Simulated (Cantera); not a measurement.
A Cantera script and what it prints.

```python
import numpy as np
import cantera as ct

gas_names = [...]  # 127 gases of nasa_gas.yaml made of C, Fe, H, O, S
cond_names = """
    C(gr) C6H6(L) C7H8(L) C8H18(L),n-octa Fe(a) Fe(c) Fe(d) Fe(L) FeC5O5(L) FeO(s) FeO(L) Fe(OH)2(s)
    Fe(OH)3(s) FeS(a) FeS(b) FeS(c) FeS(L) FeSO4(s) FeS2(s) Fe2O3(s) Fe2S3O12(s) Fe3O4(s) H2O(s) H2O(L)
    H2SO4(L) S(cr1) S(cr2) S(L)
""".split()


# ... load() reads the species with a 1 bar reference pressure and builds the phases ...
atoms = {
    'FeS': {'Fe': 1, 'S': 1},
    'H2S': {'H': 2, 'S': 1},
    'CO2': {'C': 1, 'O': 2},
}
top_T = {'C(gr)': 4500, 'FeSO4(s)': 950, 'FeS2(s)': 1010, 'Fe2O3(s)': 1830, 'Fe2S3O12(s)': 1100, 'Fe3O4(s)': 1870}  # K; cautious upper limits of use, not melting points


# ... equilibrate(T, P, feed) seeds the gas with the atoms and calls Mixture.equilibrate('TP', solver="vcs", rtol=1e-11, max_steps=5000) ...
results = []
feed = {'FeS': 1, 'H2S': 2.2, 'CO2': 0.065}  # mol
P = 190000  # Pa
for T in [750, 800, 850, 900, 950, 1000, 1050, 1100, 1150, 1200, 1250]:
    mix = equilibrate(T, P, feed)
    results.append((T, P, feed, dict(zip(mix.species_names, mix.species_moles))))

top = {s: max(r[3][s] / sum(r[3][g] for g in gas_names) for r in results) for s in gas_names}
cols = sorted((s for s in top if top[s] > 1e-05), key=lambda s: -top[s])[:7]
seen = [c for c in cond_names if any(r[3].get(c, 0) > 1e-12 for r in results)]
print("log10 of partial pressures in bar; condensed amounts in mol")
print(f"{'T/K':>10s}" + "".join(f"{s[:9]:>10s}" for s in cols + seen))
for T, P, feed, n in results:
    ng = sum(n[g] for g in gas_names)
    print(f"{T:10.4g}" + "".join(f"{np.log10(max(n[s] / ng * P / 1e5, 1e-99)):10.3f}" for s in cols)
          + "".join(f"{n.get(c, 0):10.4g}" for c in seen))
```

It prints:

```
log10 of partial pressures in bar; condensed amounts in mol
       T/K       H2S        H2        S2       H2O       CH4        CO       CO2    FeS(c)   FeS2(s)
       750     0.211    -0.858    -5.240    -1.095    -1.426    -2.411    -1.861    0.6646    0.3354
       800     0.236    -1.063    -4.005    -1.420    -2.144    -1.873    -1.605    0.8481    0.1519
       850     0.245    -1.256    -2.916    -1.491    -3.498    -1.862    -1.612    0.9189   0.08108
       900     0.246    -1.433    -1.948    -1.471    -4.905    -1.956    -1.632    0.9694   0.03057
       950     0.240    -1.365    -1.550    -1.434    -5.345    -1.879    -1.694         1         0
      1000     0.231    -1.204    -1.395    -1.395    -5.386    -1.746    -1.781         1         0
      1050     0.221    -1.059    -1.260    -1.366    -5.438    -1.644    -1.879         1         0
      1100     0.207    -0.928    -1.140    -1.344    -5.500    -1.566    -1.987         1         0
      1150     0.191    -0.811    -1.033    -1.329    -5.572    -1.508    -2.101         1         0
      1200     0.173    -0.706    -0.938    -1.321    -5.652    -1.466    -2.218         1         0
      1250     0.151    -0.613    -0.854    -1.317    -5.739    -1.436    -2.334         1         0
```

Equilibrium computed with Cantera from the NASA thermochemical tables; the gas is ideal and each condensed phase is pure. FeS: taken at fixed stoichiometry. Gases not in the tables: S3 to S7.
